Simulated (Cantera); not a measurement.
A perfectly stirred reactor is fed with CO : H₂ : O₂ : N₂ = 1 : 0.06 : 0.312 : 0.935 (molar parts), equivalence ratio 1.7, at 0.987 atm; it is adiabatic with a 600 K inlet, and is followed from long to short residence time, starting on the burning branch (τ in s: 0.041, 0.02, 0.0097, 0.0047, 0.0023, 0.0011, 0.00054, 0.00026, 0.00013, 6.1e-05, 3e-05, 1.4e-05).

Detailed kinetics in Cantera: GRI-Mech 3.0 (53 species, 325 reactions).

Question: Predict: blow-out, bracketed by the residence times tried; x(CO) at τ = 41.0 ms; x(H₂) at τ = 41.0 ms; x(O₂) at τ = 41.0 ms; x(HO₂) at τ = 41.0 ms; x(N₂O) at τ = 41.0 ms; x(CO) at τ = 0.540 ms; x(H₂) at τ = 0.540 ms; x(O₂) at τ = 0.540 ms; x(HO₂) at τ = 0.540 ms; x(N₂O) at τ = 0.540 ms.

Answer: 
| Property | Result |
|---|---|
| blow-out, bracketed by the residence times tried | burning at 61.0 µs, out at 30.0 µs |
| x(CO) at τ = 41.0 ms | 0.230 |
| x(H₂) at τ = 41.0 ms | 0.00319 |
| x(O₂) at τ = 41.0 ms | 0.00574 |
| x(HO₂) at τ = 41.0 ms | 5.41e-7 |
| x(N₂O) at τ = 41.0 ms | 1.22e-7 |
| x(CO) at τ = 0.540 ms | 0.271 |
| x(H₂) at τ = 0.540 ms | 0.00385 |
| x(O₂) at τ = 0.540 ms | 0.0279 |
| x(HO₂) at τ = 0.540 ms | 4.08e-6 |
| x(N₂O) at τ = 0.540 ms | 1.13e-7 |
